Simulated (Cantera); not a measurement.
Input: 1 mol SiCl4, a varied amount of N2, at 1898 K and 4.13 Torr.

Cantera equilibrium calculation (NASA polynomials, part measured and part estimated; ideal gas, pure solids and liquids). Candidate condensed phases: Si, Si3N4; 13 gas species. The tables' values for SiCl3, SiCl are old estimates; treat these amounts as uncertain. The numbers say what is thermodynamically allowed, not how fast it happens.

x: gas mole fraction; nothing condenses.

```
n(N2) (mol)   x N2    x Cl  x SiCl2  x SiCl3
-----------  -----  ------  -------  -------
11           0.812   0.113   0.0484   0.0172
20           0.881  0.0749   0.0336  0.00789
29           0.912       …        …  0.00454
38           0.931  0.0448   0.0210  0.00294
47           0.943  0.0373   0.0177  0.00206
56           0.951       …        …  0.00153
65           0.957  0.0280   0.0134  0.00117
```

Task: Complete the blanks.

Result: 
- 56, x Cl: 0.0320
- 56, x SiCl2: 0.0152
- 29, x Cl: 0.0561
- 29, x SiCl2: 0.0258
